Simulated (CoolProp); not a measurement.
Fluorine at 234.66 K and 0.426 MPa is throttled through a valve to 0.288 MPa with no heat exchange. Each further row changes one setting.

Computed with CoolProp (reference Helmholtz-energy equation of state, de Reuck 1990).

| case | temperature change (K) | final density (kg/m³) |
|---|---|---|
| as stated | -0.4 | 5.64 |
| outlet pressure 0.0864 MPa | -1.0 | 1.69 |
| outlet pressure 0.374 MPa | -0.2 | 7.32 |
